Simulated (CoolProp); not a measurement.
Saturation properties of C3F8 (R218) (Tc = 345.0 K, pc = 2.640 MPa, ω = 0.317).

Computed with CoolProp (reference Helmholtz-energy equation of state, Lemmon 2006). It is a short technical equation, of lower accuracy than the large ones.

| T (K) | p (MPa) | vapour density (kg/m³) | enthalpy of vaporisation (kJ/kg) | liquid conductivity (mW/(m K)) |
|---|---|---|---|---|
| 250.1 | 0.1813 | 17.80 | 99.90 | 58.3 |
| 254.9 | 0.2184 | 21.28 | 97.94 | 57.0 |
| 259.8 | 0.2620 | 25.37 | 95.88 | 55.6 |
| 264.6 | 0.3109 | 29.97 | 93.78 | 54.3 |
| 269.4 | 0.3663 | 35.22 | 91.59 | 53.0 |
| 274.2 | 0.4288 | 41.19 | 89.31 | 51.7 |
| 279.1 | 0.5006 | 48.13 | 86.86 | 50.3 |
| 283.9 | 0.5792 | 55.87 | 84.35 | 49.1 |
| 288.7 | 0.6667 | 64.67 | 81.70 | 47.8 |
| 293.5 | 0.7638 | 74.68 | 78.90 | 46.5 |
| 298.4 | 0.8733 | 86.36 | 75.85 | 45.2 |

It boils at 236.4 K under 1 atm.

Thermal conductivity comes from a separate model (Huber 2003), an estimate that may be off by 10 % or more.
